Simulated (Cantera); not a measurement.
## Ignition delay

Mixture: CH4 : O2 : N2 = 1 : 4.26 : 16 (molar parts), equivalence ratio 0.47, at 1.01 bar, adiabatic and at constant volume. Ignition delay is the time to a rise of 400 K.

Detailed kinetics in Cantera: GRI-Mech 3.0 (53 species, 325 reactions).

```json
[
 {"T0 (K)": "1200", "delay (ms)": "29.6"},
 {"T0 (K)": "1250", "delay (ms)": "14.7"},
 {"T0 (K)": "1300", "delay (ms)": "7.66"},
 {"T0 (K)": "1350", "delay (ms)": "4.16"},
 {"T0 (K)": "1400", "delay (ms)": "2.36"},
 {"T0 (K)": "1450", "delay (ms)": "1.40"},
 {"T0 (K)": "1500", "delay (ms)": "0.873"},
 {"T0 (K)": "1550", "delay (ms)": "0.567"}
]
```

```
Quantity                                                Result
--------------------------------------------------  ----------
apparent activation energy between 1450 and 1550 K  170 kJ/mol
```
